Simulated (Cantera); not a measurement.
What does this Cantera script print?

```python
import numpy as np
import cantera as ct

gas_names = """
    Br Br2 H HBr H2 Si SiBr SiBr2 SiBr3 SiBr4 SiH SiHBr3 SiH2 SiH2Br2 SiH3 SiH3Br SiH4 Si2 Si3
""".split()
cond_names = """
    Br2(cr) Br2(L) Si(cr) Si(L)
""".split()


# ... load() reads the species with a 1 bar reference pressure and builds the phases ...
atoms = {
    'Si': {'Si': 1},
    'Br2': {'Br': 2},
    'H2': {'H': 2},
}
top_T = {}  # K; cautious upper limits of use, not melting points


# ... equilibrate(T, P, feed) seeds the gas with the atoms and calls Mixture.equilibrate('TP', solver="vcs", rtol=1e-11, max_steps=5000) ...
results = []
feed = {'Si': 1, 'Br2': 1.3, 'H2': 71}  # mol
T = 548.15  # K
P = 13332.2  # Pa
mix = equilibrate(T, P, feed)
results.append((T, P, feed, dict(zip(mix.species_names, mix.species_moles))))
print(gas.report(threshold=1e-06))
for i in range(1, mix.n_phases):
    print(f"{mix.phase(i).name:16s} {mix.phase_moles(i):12.5e} mol")
```

It prints:

```
       temperature   548.15 K
          pressure   13332 Pa
           density   0.015096 kg/m^3
  mean mol. weight   5.1604 kg/kmol
   phase of matter   gas

                          1 kg             1 kmol
                     ---------------   ---------------
          enthalpy        7.1922e+05        3.7115e+06  J
   internal energy       -1.6396e+05       -8.4609e+05  J
           entropy             32628        1.6838e+05  J/K
    Gibbs function       -1.7166e+07       -8.8584e+07  J
 heat capacity c_p            5805.2             29957  J/K
 heat capacity c_v              4194             21643  J/K

                      mass frac. Y      mole frac. X     chem. pot. / RT
                     ---------------   ---------------   ---------------
               HBr        0.00048399        3.0868e-05           -44.832
                H2           0.38701           0.99064           -18.278
             SiBr4           0.56161         0.0083351           -145.43
            SiHBr3          0.049083        0.00094227           -118.88
           SiH2Br2         0.0017945        4.8762e-05           -92.323
     [  +14 minor]        1.9461e-05          9.04e-07

Br2(L)            0.00000e+00 mol
Si(cr)            3.31884e-01 mol
```

Cantera equilibrium calculation (NASA polynomials, part measured and part estimated; ideal gas, pure solids and liquids).
